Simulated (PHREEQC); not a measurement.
0.12 g of hydrous ferric oxide (600 m²/g; 0.2 weak and 0.005 strong sites per Fe, Dzombak-Morel constants, diffuse double layer) in 1 kg of water with 0.005 mol/kgw of an inert sodium salt and 0.00081 mol NaH2PO4 and 4.1e-05 mol MgCl2, at 25 °C; the pH is set by adding NaOH or the inert anion's acid. Oxygen is held at 0.21 atm. No CO2 enters from the air. No solid was allowed to form.

Base run: PHREEQC, ion-association model, wateq4f.dat. Each further column changes one thing. The table gives P sorbed (%).

```csv
pH,base,no electrostatic term (-no_edl),background salt from 0.005 to 0.0005 mol/kgw,oxide from 0.12 to 0.6 g/kgw
4,32.5,31.1,32.6,99.9
4.75,31.6,31.2,31.6,99.8
5.5,29.6,31.6,29.6,99.3
6.25,26.4,32.4,26.4,97.1
7,22.1,32.9,22.0,90.2
7.75,17.3,32.9,17.2,75.5
8.5,11.9,32.8,11.9,51.6
9.25,6.1,32.0,6.1,24.3
10,1.9,28.9,1.8,5.8
```

H3PO4, which wateq4f.dat lacks, is added to it with the constant of phreeqc.dat.
